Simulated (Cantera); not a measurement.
Input: 1 mol HgO, 0.19 mol O₂, 9.6 mol N₂, held at 975 K and 0.100 bar.

Cantera equilibrium calculation (NASA polynomials, part measured and part estimated; ideal gas, pure solids and liquids). Candidate condensed phases: Hg, HgO; 10 gas species. Equilibrium is a limit: real reactors are often held back by kinetics, nucleation or transport.

Task: What is the equilibrium state?

Result: 
| Item | Value |
|---|---|
| x(N₂) | 0.850 |
| x(Hg) | 0.0886 |
| x(O₂) | 0.0611 |
| x(NO) | 1.32e-5 |
| gas amount | 11.29 mol |
| log10 activity of Hg(l) (absent) | -3.76 |
